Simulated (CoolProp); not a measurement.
Saturated liquid density (kg/m³) of hydrogen chloride: the reference equation beside estimates from Tc = 51.5 °C, pc = 8.314 MPa, ω = 0.130.

Computed with CoolProp (reference Helmholtz-energy equation of state, Thol 2018).

| T (°C) | reference | van der Waals | Redlich-Kwong | Soave-Redlich-Kwong | Peng-Robinson |
|---|---|---|---|---|---|
| -71.75 | 1152 | 682.4 | 1002 | 1013 | 1144 |
| -68.65 | 1144 | 677.7 | 993.9 | 1005 | 1136 |
| -65.55 | 1135 | 673.0 | 985.6 | 997.4 | 1128 |
| -62.45 | 1127 | 668.1 | 977.2 | 989.4 | 1119 |
| -59.25 | 1119 | 663.1 | 968.3 | 981.1 | 1110 |
| -56.15 | 1110 | 658.1 | 959.5 | 972.8 | 1101 |
| -53.05 | 1102 | 653.0 | 950.6 | 964.3 | 1091 |
| -49.85 | 1093 | 647.7 | 941.2 | 955.3 | 1082 |
| -46.75 | 1084 | 642.4 | 931.8 | 946.4 | 1072 |
| -43.65 | 1075 | 637.1 | 922.3 | 937.3 | 1062 |
| -40.55 | 1066 | 631.6 | 912.6 | 928.0 | 1051 |

Absolute difference from the reference over all 11 rows, mean and median: van der Waals 40.7 and 40.7 %, Redlich-Kwong 13.6 and 13.6 %, Soave-Redlich-Kwong 12.4 and 12.4 %, Peng-Robinson 0.9 and 0.8 %.
